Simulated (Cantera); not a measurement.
Source: NASA polynomial tables (part measured, part estimated), evaluated in Cantera. Values are per mole of reaction as written; species without (g) are pure solids or liquids, kept so even where they would boil at 1 bar.

Between 798 and 2298 K, where is each reaction favourable under standard conditions?
- H2(g) + 2 OH(g) + 2 BaO → 2 Ba(OH)2


- H2(g) + 2 OH(g) + 2 BaO → 2 Ba(OH)2: ΔG° is -550 kJ at 798 K and -116 kJ at 2298 K; it stays negative (K > 1). ΔH° is -841 kJ and ΔS° -315 J/K at 2298 K.
